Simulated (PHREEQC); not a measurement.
# Copper plating or etch bath

Consider water at 25 °C with 0.009 mol/kgw CuCl2, 0.0042 mol/kgw HBF4 and 0.0067 mol/kgw H3BO3. Closed to the air; pH follows from the charge balance.

Equilibrium calculation in PHREEQC: ion-association model, wateq4f.dat.

No solid was allowed to form.

### Question
What pH, ionic strength does the model give?

### Answer
pH 2.43; ionic strength 0.0307 mol/kgw.

### Question
In which forms is Cu present?

### Answer
Cu+2 97 %, CuCl+ 2.5 % of the Cu.

Complexes and solids missing from the database can't appear. Real BF4- forms and hydrolyses slowly; the run takes it at equilibrium.
